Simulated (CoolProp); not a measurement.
Vapour-liquid equilibrium of R114 (1) + ethanol (2) at 105.25 °C; x and y are mole fractions of (1).

Model: multi-fluid Helmholtz-energy mixture model, Platzer 1990 and Schroeder 2014; pair parameters Bell 2016, in CoolProp. This equation is an older, rougher fit; its heat capacities, sound speeds and derivatives of the liquid may be far off and weren't checked against measurements.

**Question.** Give the bubble pressure and the first vapour's composition at x = 0.05, 0.65, 0.8. Is there an azeotrope?

**Answer.** x = 0.05: 0.4723 MPa, y = 0.438; x = 0.65: 1.516 MPa, y = 0.846; x = 0.8: 1.556 MPa, y = 0.867. y crosses x between x = 0.8 and 0.95: the model has an azeotrope there.

The pair parameters rest on a limited set of measurements; away from them the model extrapolates. With so large a gap from Raoult's law the liquid may split in two, which this calculation doesn't test in full.
